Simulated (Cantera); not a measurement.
Input: 1 mol SiCl4, 0.65 mol Cl2, 6.2 mol H2, equilibrated at 873.15 K and 2.50 bar.

Cantera equilibrium calculation (NASA polynomials, part measured and part estimated; ideal gas, pure solids and liquids). Candidate condensed phases: Si; 19 gas species. Equilibrium is a limit: real reactors are often held back by kinetics, nucleation or transport.

Base state: H2 0.706, HCl 0.167, SiCl4 0.126, SiHCl3 0.00115 (mole fractions); condensed: gas only.

Q: What changes in the equilibrium state with this change: temperature from 873.15 K to 1400 K?

A: 
```csv
species,before,after
H2,0.706,0.667
HCl,0.167,0.207
SiCl4,0.126,0.0891
SiCl3,2.31e-6,0.0105
SiHCl3,0.00115,0.0204
SiCl2,2.48e-9,0.00530
SiH2Cl2,9.49e-7,0.000699
```
The tables' values for SiCl3 are old estimates; treat these amounts as uncertain.

Q: What changes in the equilibrium state with this change: SiCl4 replaced by Si?

A: 
```json
[
 {"species": "H2", "before": "0.706", "after": "0.940"},
 {"species": "SiHCl3", "before": "0.00115", "after": "0.0281"},
 {"species": "SiCl4", "before": "0.126", "after": "0.0273"},
 {"species": "HCl", "before": "0.167", "after": "0.00196"},
 {"species": "SiH3Cl", "before": "<1e-9", "after": "5.95e-5"},
 {"species": "SiH2Cl2", "before": "9.49e-7", "after": "0.00264"},
 {"species": "SiCl3", "before": "2.31e-6", "after": "4.90e-5"},
 {"species": "Si(s), mol", "before": "0", "after": "0.624"}
]
```
The tables' values for SiCl3 are old estimates; treat these amounts as uncertain.
